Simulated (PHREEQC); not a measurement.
NH3 is added in steps, without added water, to 1 kg of water holding 0.058 mol CaCl2, 5.6e-05 mol Na2CO3 and 0.033 mol NaCl, at 81 °C. O2 is buffered at 0.21 atm. The system is closed to CO2. Solids allowed: Calcite, Portlandite, Halite, Nahcolite, Natron. Others were left out.

Base run: PHREEQC, ion-association model, wateq4f.dat. Each further column changes one thing. The table gives pH.

| NH3 added (mol) | base | temperature from 81 to 30 °C | CaCl2 from 0.058 to 0.116 mol/kgw |
|---|---|---|---|
| 0 | 7.81 | 8.68 | 7.72 |
| 2.1e-06 | 7.82 | 8.71 | 7.73 |
| 3.15e-06 | 7.82 | 8.72 | 7.74 |
| 5.25e-06 | 7.83 | 8.75 | 7.75 |
| 7.35e-06 | 7.84 | 8.78 | 7.76 |
| 8.4e-06 | 7.85 | 8.79 | 7.77 |
| 1.05e-05 | 7.86 | 8.82 | 7.78 |
| 1.26e-05 | 7.87 | 8.84 | 7.79 |
| 1.365e-05 | 7.87 | 8.85 | 7.80 |
| 1.575e-05 | 7.88 | 8.87 | 7.81 |
| 1.785e-05 | 7.89 | 8.89 | 7.82 |
| 1.89e-05 | 7.89 | 8.90 | 7.83 |
| 2.1e-05 | 7.90 | 8.92 | 7.84 |

Constants without temperature data keep their 25 °C values here.
